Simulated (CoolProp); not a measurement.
Vapour-liquid equilibrium of CH2F2 (R32) (1) + R1234ze(E) (2) at 305.1 K; x and y are mole fractions of (1).

Values from CoolProp's multi-fluid Helmholtz-energy mixture model, Tillner-Roth 1997 and Thol 2016; pair parameters Bell 2023.

```csv
x,"bubble pressure, mixture model (kPa)","bubble pressure, Raoult's law (kPa)","y, mixture model","y, Raoult's law"
0.05,688.2,682.7,0.138,0.148
0.125,802.6,788.8,0.298,0.321
0.2,915.3,894.9,0.421,0.453
0.275,1025,1001,0.517,0.557
0.35,1132,1107,0.595,0.641
0.425,1236,1213,0.660,0.710
0.5,1338,1319,0.716,0.768
0.575,1438,1425,0.766,0.818
0.65,1538,1532,0.812,0.860
0.725,1638,1638,0.855,0.897
0.8,1740,1744,0.896,0.930
0.875,1845,1850,0.936,0.959
0.95,1953,1956,0.975,0.984
```

The largest gap from Raoult's law is +2.4 % in bubble pressure, at x = 0.275. No azeotrope shows between x = 0.05 and 0.95.

The pair parameters rest on a limited set of measurements; away from them the model extrapolates.
